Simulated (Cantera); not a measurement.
## Premixed flame

A freely propagating, adiabatic, planar premixed flame of 38.7 % H2, 11.4 % O2, 49.9 % N2, equivalence ratio 1.7, unburnt at 575 K and 97.5 Torr; unity-Lewis-number transport, grid criteria slope 0.08 and curve 0.16, no radiation.

Model: the H2/O2 subset of GRI-Mech 3.0, which has no nitrogen chemistry, integrated in Cantera. Unity Lewis numbers drop preferential diffusion, which matters most where H2 and H carry the flame. Burning velocities carry a grid error of a few per cent, more on coarse grids.

```csv
z (mm),T (K),u (m/s),x H2,x O2,x OH,x H2O2,x HO2,x H
-15.7,575,3.49,0.387,0.114,<1e-8,<1e-8,<1e-8,<1e-8
-10.5,575,3.49,0.387,0.114,<1e-8,<1e-8,<1e-8,<1e-8
-7.87,575,3.49,0.387,0.114,<1e-8,<1e-8,1.14e-8,<1e-8
-5.25,575,3.49,0.387,0.114,<1e-8,<1e-8,4.82e-7,1.17e-8
-2.62,588,3.56,0.386,0.113,5.89e-6,3.93e-7,3.56e-5,0.000108
-1.31,728,4.38,0.362,0.102,0.000145,3.35e-7,2.71e-5,0.00650
0,1106,6.52,0.218,0.0436,0.00172,2.04e-7,7.94e-6,0.0769
1.31,1337,7.77,0.126,0.00708,0.00380,2.26e-7,1.12e-6,0.121
2.62,1441,8.31,0.124,0.00356,0.00478,2.17e-7,5.03e-7,0.114
5.25,1560,8.91,0.133,0.00281,0.00576,1.72e-7,3.47e-7,0.0974
10.5,1692,9.56,0.142,0.00213,0.00650,1.07e-7,2.37e-7,0.0792
21.0,1824,10.2,0.151,0.00144,0.00667,5.67e-8,1.53e-7,0.0613
42.0,1947,10.8,0.158,0.000856,0.00616,2.87e-8,9.53e-8,0.0450
```
x: mole fraction of selected species; z is measured from the peak of heat release.

```yaml
laminar_burning_velocity: 349 cm/s
thermal_thickness: 5.25 mm
peak x(OH): 0.00669
peak x(H2O2): 5.28e-7
peak x(HO2): 3.97e-5
peak x(H): 0.122
```
